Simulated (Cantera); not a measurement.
**Pyrogenic steam for wet oxidation**

An isothermal, constant-pressure homogeneous reactor starts with H2 : O2 : N2 = 1.4 : 1 : 4 (molar parts), at 948 K and 120 Torr.

Model: GRI-Mech 3.0 (53 species, 325 reactions), integrated in Cantera. Below about 950 K walls govern HO2 and H2O2 in real vessels. The temperature is held fixed by assumption; the heat of reaction is taken as removed at once.

| t (s) | x H2 | x O2 | x NO2 | x HO2 | x N2O | x H2O |
|---|---|---|---|---|---|---|
| 5.00e-5 | 0.219 | 0.156 | <1e-12 | 4.87e-11 | <1e-12 | 1.69e-11 |
| 0.000125 | 0.219 | 0.156 | <1e-12 | 1.49e-10 | <1e-12 | 1.74e-10 |
| 0.000313 | 0.219 | 0.156 | <1e-12 | 1.06e-9 | <1e-12 | 3.80e-9 |
| 0.000783 | 0.219 | 0.156 | <1e-12 | 3.33e-7 | <1e-12 | 1.65e-6 |
| 0.00196 | 0.0442 | 0.0766 | 3.38e-11 | 2.62e-5 | 3.19e-9 | 0.179 |
| 0.00490 | 0.00383 | 0.0544 | 2.62e-9 | 1.73e-5 | 7.19e-9 | 0.241 |
| 0.0122 | 0.00162 | 0.0534 | 1.68e-8 | 1.26e-5 | 8.26e-9 | 0.244 |
| 0.0306 | 0.000803 | 0.0530 | 6.09e-8 | 8.94e-6 | 8.91e-9 | 0.245 |
| 0.0766 | 0.000432 | 0.0528 | 1.74e-7 | 6.06e-6 | 9.30e-9 | 0.245 |
| 0.192 | 0.000233 | 0.0527 | 3.25e-7 | 3.87e-6 | 9.56e-9 | 0.245 |
| 0.479 | 0.000104 | 0.0527 | 4.64e-7 | 2.02e-6 | 9.76e-9 | 0.245 |
| 1.20 | 3.74e-5 | 0.0526 | 5.92e-7 | 8.15e-7 | 9.88e-9 | 0.246 |
| 3.00 | 1.21e-5 | 0.0526 | 6.69e-7 | 2.79e-7 | 9.93e-9 | 0.246 |
x: mole fraction; the columns are a selection and need not sum to one.

Equilibrium at this temperature and pressure: H2 4.59e-11, O2 0.0526, NO2 1.28e-7, HO2 1.36e-10, N2O 2.67e-10, H2O 0.246 (gas phase only).
